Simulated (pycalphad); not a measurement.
## Freezing of Si-Cu alloys with rising Cu

Computed with pycalphad from the COST 507 light-alloy database (1999), at 1 atm. The database dates from 1999; later assessments differ in places, in temperatures and in the compounds included. Phase fractions are per mole of atoms.

Scheil-Gulliver runs (no diffusion in the solid, steps of 4 K) beside full equilibrium.

| alloy | liquidus (°C) | Scheil, half solid (°C) | Scheil, 80 % solid (°C) | Scheil, invariant end (°C) | liquid left at that end | equilibrium solidus (°C) |
|---|---|---|---|---|---|---|
| Si-17.92Cu (wt.%) | 1366 | 1309 | 1117 | 800 | 0.13 | 800 |
| Si-44.8Cu (wt.%) | … | … | at the invariant end | 800 | … | 800 |
| Si-55.14Cu (wt.%) | 1183 | at the invariant end | at the invariant end | 800 | 0.51 | 800 |
| Si-71.68Cu (wt.%) | 1041 | at the invariant end | at the invariant end | 800 | 0.76 | 800 |

Question: Some entries are withheld; supply them.

Answer: 
- Si-44.8Cu (wt.%), liquidus (°C): 1246
- Si-44.8Cu (wt.%), Scheil, half solid (°C): 1042
- Si-44.8Cu (wt.%), liquid left at that end: 0.38
